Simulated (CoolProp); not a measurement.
Vapour-liquid equilibrium of acetone (1) + ethanol (2) at 1.23 bar; x and y are mole fractions of (1).

Values from CoolProp's multi-fluid Helmholtz-energy mixture model, Lemmon 2006 and Schroeder 2014; pair parameters Bell 2016.

```csv
x,bubble temperature (K),y at the bubble point,dew temperature at overall composition x (K),liquid density (mol/L)
0.05,353.7,0.145,355.6,15.71
0.2,(withheld),(withheld),352.5,15.19
0.35,343.4,0.578,349.1,14.67
0.5,340.6,0.686,345.4,14.17
0.65,(withheld),0.776,341.5,13.71
0.8,336.8,0.864,338.0,13.28
0.95,335.4,0.963,335.6,12.90
```

Q: Some entries are withheld; supply them.

A: 
- 0.2, bubble temperature (K): 347.4
- 0.2, y at the bubble point: 0.422
- 0.65, bubble temperature (K): 338.5

No azeotrope shows between x = 0.05 and 0.95.

Pair parameters are fitted to limited data, so mixtures are less certain than the pure fluids.
